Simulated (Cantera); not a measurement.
A closed system holds: 1 mol SiCl4, a varied amount of O3, held at 1273.15 K and 0.180 bar.

Equilibrium computed with Cantera from the NASA thermochemical tables; the gas is ideal and each condensed phase is pure. Candidate condensed phases: Si, SiO2; 15 gas species. The tables hold silica as quartz up to 1696 K and as liquid above; real silica turns to tridymite and cristobalite and melts near 1996 K. Equilibrium is a limit: real reactors are often held back by kinetics, nucleation or transport.

x: gas mole fraction; n: condensed amount in mol.

```csv
n(O3) (mol),x Cl2,x SiCl4,x O2,x Cl,x ClO,n SiO2(β-quartz)
0.14,0.338,0.649,3.83e-9,0.0133,?,0.210
0.24,0.517,0.467,1.24e-8,0.0165,?,0.360
0.35,0.673,0.309,3.18e-8,0.0188,?,0.525
0.45,0.788,0.192,7.01e-8,0.0203,?,0.675
0.56,0.892,0.0860,2.01e-7,0.0216,?,0.840
0.66,0.972,0.00497,4.13e-6,0.0226,?,0.990
0.76,0.913,2.80e-7,0.0647,0.0219,?,1.000
```

**Question.** Some entries are withheld; supply them.

**Answer.** 
- 0.14, x ClO: 1.20e-8
- 0.24, x ClO: 2.68e-8
- 0.35, x ClO: 4.90e-8
- 0.45, x ClO: 7.86e-8
- 0.56, x ClO: 1.42e-7
- 0.66, x ClO: 6.70e-7
- 0.76, x ClO: 8.13e-5
